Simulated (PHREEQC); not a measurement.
Polishing slurry liquid: speciation

Dissolve 0.015 mol/kgw HNO3, 0.0012 mol/kgw Fe(NO3)3 and 0.00033 mol/kgw KH2PO4 at 94 °C. Closed to the air; pH follows from the charge balance.

Equilibrium calculation in PHREEQC: ion-association model, wateq4f.dat.

```yaml
pH: 1.86
ionic_strength: 0.0200 mol/kgw
total_alkalinity: -17.4 meq/kg
```

```tsv
species	molality	activity	log γ
NO3-	0.0186	0.0157	-0.073
H+	0.0159	0.0139	-0.058
FeOH+2	0.000741	0.000399	-0.269
K+	0.000330	0.000280	-0.071
FeH2PO4+2	0.000249	0.000135	-0.265
Fe+3	0.000106	3.17e-5	-0.524
Fe(OH)2+	9.28e-5	7.96e-5	-0.066
H3PO4	6.28e-5	6.31e-5	0.002
H2PO4-	1.84e-5	1.58e-5	-0.066
Fe2(OH)2+4	5.50e-6	4.23e-7	-1.114
Fe(OH)3	8.46e-9	8.49e-9	0.002
FeHPO4+	5.99e-9	5.14e-9	-0.066
Fe3(OH)4+5	2.20e-9	4.00e-11	-1.741
```

Precipitation was switched off in this run. Saturation is exceeded, for instance for Strengite, Hematite (slow to form); the values hold only as long as no solid forms. H3PO4, which wateq4f.dat lacks, is added to it with the constant of phreeqc.dat. At this temperature some constants are extrapolated from 25 °C, and those without enthalpy data are left unchanged.
